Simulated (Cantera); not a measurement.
## Premixed flame

A freely propagating, adiabatic, planar premixed flame of 7.45 % CO, 0.969 % H2, 4.32 % CH4, 15.9 % O2, 71.4 % N2, equivalence ratio 0.81, unburnt at 500 K and 5.00 bar; mixture-averaged transport, grid criteria slope 0.08 and curve 0.16, no radiation.

Detailed kinetics in Cantera: GRI-Mech 3.0 (53 species, 325 reactions). Burning velocities carry a grid error of a few per cent, more on coarse grids.

```
z (mm)   T (K)  u (m/s)     x CO      x H2     x CH4    x CH2    x NO2       x O
-------  -----  -------  -------  --------  --------  -------  -------  --------
-0.419     500    0.388   0.0745   0.00946    0.0432    <1e-8    <1e-8     <1e-8
-0.279     504    0.391   0.0745   0.00908    0.0431    <1e-8    <1e-8     <1e-8
-0.209     517    0.401   0.0744   0.00864    0.0426    <1e-8  2.82e-8     <1e-8
-0.140     576    0.447   0.0737   0.00788    0.0404    <1e-8  1.52e-7     <1e-8
-0.0698    889    0.690   0.0697   0.00668    0.0290    <1e-8  5.49e-7   9.93e-7
-0.0349   1234    0.955   0.0644   0.00600    0.0160  4.37e-7  2.17e-7   3.78e-5
0         1601     1.23   0.0534   0.00467   0.00317  6.59e-6  3.05e-8  0.000626
0.0349    1787     1.36   0.0350   0.00283  0.000118  1.08e-6  1.92e-8   0.00188
0.0698    1880     1.42   0.0224   0.00218   2.63e-6  3.84e-8  2.28e-8   0.00193
0.140     1975     1.48   0.0119   0.00157     <1e-8    <1e-8  3.06e-8   0.00131
0.279     2044     1.53  0.00581  0.000834     <1e-8    <1e-8  4.18e-8  0.000630
0.559     2081     1.55  0.00252  0.000366     <1e-8    <1e-8  4.54e-8  0.000265
1.12      2096     1.56  0.00117  0.000184     <1e-8    <1e-8  4.15e-8  0.000136
```
x: mole fraction of selected species; z is measured from the peak of heat release.

The laminar burning velocity is 38.8 cm/s. The thermal thickness comes out as 0.140 mm and the peak x(CH2) is 6.63e-6. The peak x(O) is 0.00202 and the grid points is 147.
